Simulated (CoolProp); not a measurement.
Vapour-liquid equilibrium of CH2F2 (R32) (1) + R143a (2) at 0.659 MPa; x and y are mole fractions of (1).

Model: multi-fluid Helmholtz-energy mixture model, Tillner-Roth 1997 and Lemmon and Jacobsen 2000; pair parameters Bell 2016, in CoolProp.

Give the bubble temperature and the first vapour's composition at x = 0.05, 0.2, 0.35. Is there an azeotrope?

x = 0.05: 0.9 °C, y = 0.075; x = 0.2: -1.8 °C, y = 0.267; x = 0.35: -3.7 °C, y = 0.424. y crosses x between x = 0.8 and 0.95: the model has an azeotrope there.

Pair parameters are fitted to limited data, so mixtures are less certain than the pure fluids.
